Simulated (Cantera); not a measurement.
A diamond (100) surface in a fixed gas of H2 with x(CH4) = 0.021, x(H) = 0.0043, x(CH3) = 1.4e-05, 2600 Pa; coverages are run to steady state.

Detailed kinetics in Cantera: the Harris–Goodwin 1993 mechanism for the reconstructed diamond (100) surface.

θ: site fractions in the mechanism's names (c6HH fully hydrogenated, c6H* and c6*H radical sites, c6** diradical, c6HM methylated).

```tsv
T (K)	growth (µm/h)	θ c6HH	θ c6H*	θ c6*H	θ c6**	θ c6HM
900	___	0.690	0.0104	0.292	0.00436	0.00273
950	___	0.642	0.0141	0.334	0.00664	0.00214
1000	0.177	0.596	0.0183	0.374	0.00963	0.00163
1050	0.187	0.553	0.0229	0.409	0.0134	0.00113
1100	___	0.513	0.0278	0.440	0.0179	0.000647
1150	___	0.476	0.0330	0.467	0.0231	0.000299
1200	___	0.443	0.0382	0.489	0.0289	0.000119
1250	0.0619	0.414	0.0436	0.507	0.0353	4.49e-5
1300	0.0586	0.388	0.0488	0.522	0.0419	1.69e-5
1350	0.0581	0.365	0.0540	0.532	0.0488	6.37e-6
1400	___	0.345	0.0590	0.540	0.0556	2.38e-6
```

Task: Some entries are withheld; supply them.

Result: 
- 900, growth (µm/h): 0.113
- 950, growth (µm/h): 0.147
- 1100, growth (µm/h): 0.161
- 1150, growth (µm/h): 0.114
- 1200, growth (µm/h): 0.0782
- 1400, growth (µm/h): 0.0512
